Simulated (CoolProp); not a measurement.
R143a along the isobar 0.302 MPa: density (kg/m³) from the reference equation and from simpler models built on Tc = 345.9 K, pc = 3.762 MPa, ω = 0.261; each cubic takes its own stable root.

Model: reference Helmholtz-energy equation of state, Lemmon and Jacobsen 2000, in CoolProp.

```tsv
T (K)	phase	reference
219.5	liquid	1184
241	liquid	1124
262.6	gas	12.70
284.1	gas	11.46
305.6	gas	10.49
327.1	gas	9.691
348.7	gas	9.019
370.2	gas	8.446
391.7	gas	7.947
413.2	gas	7.507
434.8	gas	7.114
456.3	gas	6.764
```

**Question.** How far does each simpler model (van der Waals, Redlich-Kwong, Soave-Redlich-Kwong, Peng-Robinson) lie from the reference over these 12 states: mean and median of the absolute difference, and the worst?

**Answer.** 
- van der Waals: mean 17.3 %, median 0.8 %, worst -98.8 % at 241 K and 0.302 MPa
- Redlich-Kwong: mean 10.2 %, median 0.3 %, worst -98.8 % at 241 K and 0.302 MPa
- Soave-Redlich-Kwong: mean 2.9 %, median 0.3 %, worst -15.4 % at 241 K and 0.302 MPa
- Peng-Robinson: mean 0.9 %, median 0.1 %, worst -4.2 % at 219.5 K and 0.302 MPa

At some of these states van der Waals, Redlich-Kwong gives the other phase, because its saturation line lies elsewhere.
